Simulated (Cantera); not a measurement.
A closed system holds: 1 mol Al2O3, 4.9 mol H2O, held at 0.548 Torr.

Cantera equilibrium calculation (NASA polynomials, part measured and part estimated; ideal gas, pure solids and liquids). Candidate condensed phases: Al, Al2O3, H2O; 19 gas species. The tables' values for AlOH are old estimates; treat these amounts as uncertain. Rates play no part.

Q: At 2248 K, list the 5 most abundant gas species with their mole fractions, and the condensed phases.

A: H2O 0.601, H2 0.138, H 0.101, OH 0.0659, O2 0.0610. Condensed: Al2O3(s).
